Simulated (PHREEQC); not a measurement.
Make-up at 55 °C: 0.0013 mol/kgw PbCl2, 6.5e-05 mol/kgw HNO3 and 0.0044 mol/kgw Zn(NO3)2. It is in equilibrium with CO2 at log p = -1 (atm). Otherwise closed; pH follows from the charge balance.

Computed with PHREEQC (ion-association model, wateq4f.dat).

No solid was allowed to form.

Q: Order these Cl species by the share of Cl that they hold, largest first: Cl-, ZnCl+, PbCl+.

A: Cl- (93 %), PbCl+ (4.6 %), ZnCl+ (2.2 %)

The pH is 4.10 and the ionic strength 0.0167 mol/kgw. Complexes and solids missing from the database can't appear. At this temperature some constants are extrapolated from 25 °C, and those without enthalpy data are left unchanged.
